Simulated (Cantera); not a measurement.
Cantera run:

```python
import numpy as np
import cantera as ct

gas_names = [...]  # 91 gases of nasa_gas.yaml made of C, Cl, H
cond_names = """
    C(gr) C6H6(L) C7H8(L) C8H18(L),n-octa
""".split()


# ... load() reads the species with a 1 bar reference pressure and builds the phases ...
atoms = {
    'CH3Cl': {'C': 1, 'H': 3, 'CL': 1},
    'H2': {'H': 2},
}
top_T = {'C(gr)': 4500}  # K; cautious upper limits of use, not melting points


# ... equilibrate(T, P, feed) seeds the gas with the atoms and calls Mixture.equilibrate('TP', solver="vcs", rtol=1e-11, max_steps=5000) ...
results = []
feed = {'CH3Cl': 1, 'H2': 0.18}  # mol
P = 13332.2  # Pa
for T in [2298, 2373, 2448, 2523, 2598, 2673, 2748, 2823, 2898, 2973, 3048, 3123, 3198]:
    mix = equilibrate(T, P, feed)
    results.append((T, P, feed, dict(zip(mix.species_names, mix.species_moles))))

top = {s: max(r[3][s] / sum(r[3][g] for g in gas_names) for r in results) for s in gas_names}
cols = sorted((s for s in top if top[s] > 0.0001), key=lambda s: -top[s])[:5]
seen = [c for c in cond_names if any(r[3].get(c, 0) > 1e-12 for r in results)]
print("log10 of partial pressures in bar; condensed amounts in mol")
print(f"{'T/K':>10s}" + "".join(f"{s[:9]:>10s}" for s in cols + seen))
for T, P, feed, n in results:
    ng = sum(n[g] for g in gas_names)
    print(f"{T:10.4g}" + "".join(f"{np.log10(max(n[s] / ng * P / 1e5, 1e-99)):10.3f}" for s in cols)
          + "".join(f"{n.get(c, 0):10.4g}" for c in seen))
```

Result:

```
log10 of partial pressures in bar; condensed amounts in mol
       T/K        H2       HCL         H        CL C2H2,acet     C(gr)
      2298    -1.153    -1.231    -2.595    -2.816    -3.522    0.9899
      2373    -1.159    -1.239    -2.434    -2.661    -3.370    0.9855
      2448    -1.166    -1.250    -2.284    -2.517    -3.229    0.9796
      2523    -1.175    -1.264    -2.144    -2.384    -3.100     0.972
      2598    -1.188    -1.282    -2.013    -2.262    -2.981    0.9622
      2673    -1.204    -1.305    -1.892    -2.151    -2.874    0.9499
      2748    -1.224    -1.334    -1.780    -2.049    -2.778    0.9343
      2823    -1.249    -1.369    -1.677    -1.959    -2.693    0.9146
      2898    -1.281    -1.412    -1.583    -1.878    -2.620    0.8889
      2973    -1.319    -1.463    -1.497    -1.807    -2.559    0.8539
      3048    -1.365    -1.523    -1.421    -1.747    -2.512    0.8025
      3123    -1.422    -1.594    -1.355    -1.697    -2.479    0.7207
      3198    -1.490    -1.678    -1.299    -1.659    -2.463    0.5799
```

Cantera equilibrium calculation (NASA polynomials, part measured and part estimated; ideal gas, pure solids and liquids). The tables' values for CCl are old estimates; treat these amounts as uncertain.
